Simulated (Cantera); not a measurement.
A perfectly stirred reactor is fed with 19.5 % H2, 15.7 % O2, 61.5 % N2, 3.32 % H2O, equivalence ratio 0.62, at 4.50 bar; it is adiabatic with a 750 K inlet, and is followed from long to short residence time, starting on the burning branch (τ in s: 0.27, 0.11, 0.044, 0.018, 0.0073, 0.0029, 0.0012, 0.00048, 0.00019, 7.9e-05, 3.2e-05).

Computed with Cantera and GRI-Mech 3.0 (53 species, 325 reactions). The hydrogen kinetics of GRI-Mech 3.0 are dated; newer H2 mechanisms differ, most at raised pressure.

Problem. Predict: blow-out, bracketed by the residence times tried; x(H2) at τ = 0.270 s; x(O2) at τ = 0.270 s; x(H2O) at τ = 0.270 s; x(O) at τ = 0.270 s; x(N2O) at τ = 0.270 s; x(H2) at τ = 2.90 ms; x(O2) at τ = 2.90 ms; x(H2O) at τ = 2.90 ms; x(O) at τ = 2.90 ms; x(N2O) at τ = 2.90 ms.

Solution. 
```
Quantity                                                                           Value
------------------------------------------------  --------------------------------------
blow-out, bracketed by the residence times tried  burning at 32.0 µs, the shortest tried
x(H2) at τ = 0.270 s                                                            0.000380
x(O2) at τ = 0.270 s                                                              0.0638
x(H2O) at τ = 0.270 s                                                              0.251
x(O) at τ = 0.270 s                                                             0.000226
x(N2O) at τ = 0.270 s                                                            6.15e-7
x(H2) at τ = 2.90 ms                                                            0.000816
x(O2) at τ = 2.90 ms                                                              0.0651
x(H2O) at τ = 2.90 ms                                                              0.249
x(O) at τ = 2.90 ms                                                             0.000414
x(N2O) at τ = 2.90 ms                                                            8.91e-7
```
